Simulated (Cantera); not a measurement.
Mixture: 37.1 % H2, 13.2 % O2, 49.7 % N2, equivalence ratio 1.4, at 9.40 bar, adiabatic and at constant pressure. Ignition delay is the time to a rise of 400 K.

Model: GRI-Mech 3.0 (53 species, 325 reactions), integrated in Cantera. The hydrogen kinetics of GRI-Mech 3.0 are dated; newer H2 mechanisms differ, most at raised pressure.

Problem. At T0 = 1150 K, what is the delay, and which 8 reactions control it most (d ln τ / d ln k, from doubling and halving each rate constant)?

Solution. The delay is 0.229 ms.
| reaction | d ln τ / d ln k | faster rate |
|---|---|---|
| H + O2 <=> O + OH | -2.49 | shortens it |
| H + O2 + M <=> HO2 + M | 0.82 | lengthens it |
| H + O2 + N2 <=> HO2 + N2 | 0.69 | lengthens it |
| H + H2O2 <=> H2 + HO2 | -0.50 | shortens it |
| 2 OH (+M) <=> H2O2 (+M) | -0.37 | shortens it |
| H + HO2 <=> 2 OH | -0.27 | shortens it |
| H + O2 + O2 <=> HO2 + O2 | 0.15 | lengthens it |
| H + HO2 <=> H2 + O2 | 0.08 | lengthens it |
